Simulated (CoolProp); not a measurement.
Computed with CoolProp (reference Helmholtz-energy equation of state, Colonna 2008). It is a short technical equation, of lower accuracy than the large ones.

Q: For dodecamethylcyclohexasiloxane (D6), give the phase and the density (kg/m³), cp (kJ/(kg K)), isothermal compressibility (1/MPa), expansivity (1/kK) at 505 K and 0.101 MPa; 528 K and 0.101 MPa.

A: 
- 505 K and 0.101 MPa: liquid; density 724, cp 2.00, isothermal compressibility 0.0133, expansivity 1.95
- 528 K and 0.101 MPa: gas; density 11.2, cp 1.81, isothermal compressibility 11.0, expansivity 2.55
